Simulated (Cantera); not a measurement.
Charge: 1 mol CsCl, 0.74 mol O2, 0.23 mol H2, equilibrated at 1502 °C and 11.0 Pa.

Cantera equilibrium calculation (NASA polynomials, part measured and part estimated; ideal gas, pure solids and liquids). Candidate condensed phases: Cs, CsCl, CsOH, H2O; 22 gas species. Rates play no part.

Base state: CsCl 0.523, O2 0.330, H2O 0.114, Cs 0.00724, OH 0.00690, HCl 0.00567, O 0.00524, Cl 0.00425 (mole fractions); condensed: gas only.

Question: What changes in the equilibrium state with this change: pressure from 11.0 Pa to 0.133 bar?

Answer: 
```json
[
 {"species": "CsCl", "before": "0.523", "after": "0.530"},
 {"species": "O2", "before": "0.330", "after": "0.337"},
 {"species": "H2O", "before": "0.114", "after": "0.120"},
 {"species": "Cs", "before": "0.00724", "after": "5.42e-5"},
 {"species": "Cs2Cl2", "before": "2.50e-6", "after": "0.00312"},
 {"species": "H", "before": "0.000782", "after": "3.88e-6"},
 {"species": "O", "before": "0.00524", "after": "0.000152"}
]
```
